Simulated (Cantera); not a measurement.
An isothermal, constant-pressure homogeneous reactor starts with H2 : O2 = 3.5 : 1 (molar parts), at 1248 K and 8.25 Torr.

Model: the H2/O2 subset of GRI-Mech 3.0, which has no nitrogen chemistry, integrated in Cantera. Radical loss at walls, strong at low pressure, is not modelled. The temperature is held fixed by assumption; the heat of reaction is taken as removed at once.

One state of this run: x H2 = 0.348; x O2 = 0.000454; x O = 0.000592; x HO2 = 1.49e-8; x H2O2 = 1.48e-8. x: mole fraction; the columns are a selection and need not sum to one.

Problem. Which value of t (s) does it belong to?
A. 0.0196
B. 8.84
C. 0.0665
D. 30.0

Solution. C, 0.0665
